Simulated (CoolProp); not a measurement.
A closed Brayton cycle with carbon dioxide: compressor inlet 323.15 K and 8.3 MPa, high pressure 21.2 MPa, turbine inlet 845 K, compressor efficiency 0.85, turbine efficiency 0.93, recuperator effectiveness 0 (on enthalpy, no pinch check). Each further row changes one setting.

Values from CoolProp's reference Helmholtz-energy equation of state, Span 1996.

```csv
case,thermal efficiency (%),net work (kJ/kg),compressor to turbine work,compressor exit (K),turbine exit (K)
as stated,___,84.9,0.35,399.8,727.6
turbine inlet 795 K,14.6,___,___,399.8,___
compressor inlet 333.15 K,14.1,78.5,___,416.2,727.6
high pressure 18 MPa,12.2,___,___,386.1,747.6
recuperator effectiveness 0.5,21.4,84.9,0.35,399.8,727.6
```

Some entries are withheld; supply them.


- as stated, thermal efficiency (%): 14.5
- turbine inlet 795 K, net work (kJ/kg): 76.2
- turbine inlet 795 K, compressor to turbine work: 0.38
- turbine inlet 795 K, turbine exit (K): 681.9
- compressor inlet 333.15 K, compressor to turbine work: 0.40
- high pressure 18 MPa, net work (kJ/kg): 72.8
- high pressure 18 MPa, compressor to turbine work: 0.33
